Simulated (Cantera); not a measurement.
Cantera run, input and output.

```python
import numpy as np
import cantera as ct

gas = ct.Solution("gri30.yaml")
gas.TPX = 1050, 1200, {'H2': 0.39, 'O2': 1}
reactor = ct.IdealGasConstPressureReactor(gas, energy="off", clone=False)
net = ct.ReactorNet([reactor])
net.rtol, net.atol = 1e-08, 1e-18
show = ['H2', 'O2', 'H', 'H2O2', 'H2O', 'HO2', 'OH']
times = np.geomspace(0.0001, 30, 9)

steps = ct.SolutionArray(gas, extra=["t"])
rows = []
print(f"{'t/s':>10s}{'T/K':>9s}{'P/Pa':>11s}" + "".join(f"{s:>11s}" for s in show))
for t in times:
    while net.time < t:
        t_next = net.step()
        steps.append(gas.state, t=t_next)
    rows.append([np.interp(t, steps.t, y) for y in (steps.T, steps.P, *steps(*show).X.T)])
    print(f"{t:10.3e}{rows[-1][0]:9.1f}{rows[-1][1]:11.4g}" + "".join(f"{x:11.3e}" for x in rows[-1][2:]))
rate = np.gradient(steps.T, steps.t)
print("integrator steps:", len(steps.t))
if steps.T.max() > steps.T[0] + 200:
    print(f"time of steepest temperature rise: {steps.t[rate.argmax()]:.4e} s")
gas.TPX = 1050, 1200, {'H2': 0.39, 'O2': 1}
gas.equilibrate("TP")
print(f"equilibrium (TP): T = {gas.T:.1f} K  " + "  ".join(f"{s} {gas[s].X[0]:.3e}" for s in show))
```

Output:

```
       t/s      T/K       P/Pa         H2         O2          H       H2O2        H2O        HO2         OH
 1.000e-04   1050.0       1200  2.806e-01  7.194e-01  6.819e-10  1.508e-13  1.993e-10  6.500e-10  8.734e-11
 4.838e-04   1050.0       1200  2.806e-01  7.194e-01  1.741e-08  3.588e-12  2.113e-08  3.271e-09  2.929e-09
 2.340e-03   1050.0       1200  2.631e-01  7.109e-01  8.843e-03  3.378e-08  1.237e-02  5.037e-06  1.415e-03
 1.132e-02   1050.0       1200  7.077e-03  6.490e-01  2.521e-02  5.327e-07  2.932e-01  1.558e-05  4.744e-03
 5.477e-02   1050.0       1200  2.075e-04  6.729e-01  9.517e-05  4.807e-07  3.255e-01  5.594e-06  7.037e-04
 2.650e-01   1050.0       1200  7.201e-06  6.736e-01  7.522e-07  1.172e-07  3.263e-01  4.690e-07  1.412e-04
 1.282e+00   1050.0       1200  6.380e-07  6.736e-01  2.466e-08  2.788e-08  3.263e-01  5.582e-08  4.528e-05
 6.201e+00   1050.0       1200  9.155e-08  6.736e-01  1.477e-09  6.669e-09  3.263e-01  9.426e-09  1.771e-05
 3.000e+01   1050.0       1200  1.610e-08  6.736e-01  1.136e-10  1.523e-09  3.264e-01  2.491e-09  7.525e-06
integrator steps: 1888
equilibrium (TP): T = 1050.0 K  H2 1.322e-09  O2 6.736e-01  H 2.709e-12  H2O2 1.521e-10  H2O 3.264e-01  HO2 2.858e-09  OH 2.137e-06
```

Cantera simulation using GRI-Mech 3.0 (53 species, 325 reactions); the numbers are that mechanism's predictions, not measurements. Radical loss at walls, strong at low pressure, is not modelled. The temperature is held fixed by assumption; the heat of reaction is taken as removed at once.
